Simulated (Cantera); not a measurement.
# C₂H₆ + H₂ + N₂ (carbon deposition, reforming and gasification)

Charge: 1 mol C₂H₆, 59 mol H₂, 4.9 mol N₂, equilibrated at 54000 Pa.

Cantera equilibrium calculation (NASA polynomials, part measured and part estimated; ideal gas, pure solids and liquids). Candidate condensed phases: C, C₆H₆, C₇H₈, C₈H₁₈; 92 gas species. Equilibrium is a limit: real reactors are often held back by kinetics, nucleation or transport.

At 2100 °C the condensed part is C(graphite). From 2200 °C to 2700 °C nothing is condensed. The main C-bearing gas is HCN throughout.

```csv
T (°C),log p H₂,log p H,log p N₂,log p HCN,n C(graphite)
2100,-0.31,-2.01,-1.45,-2.18,0.326
2200,-0.32,-1.81,-1.46,-2.12,0
2300,-0.33,-1.63,-1.46,-2.12,0
2400,-0.34,-1.46,-1.47,-2.11,0
2500,-0.35,-1.30,-1.48,-2.12,0
2600,-0.37,-1.16,-1.49,-2.12,0
2700,-0.39,-1.03,-1.50,-2.13,0
```
log p: log10 of the partial pressure in bar; n: condensed amount in mol.
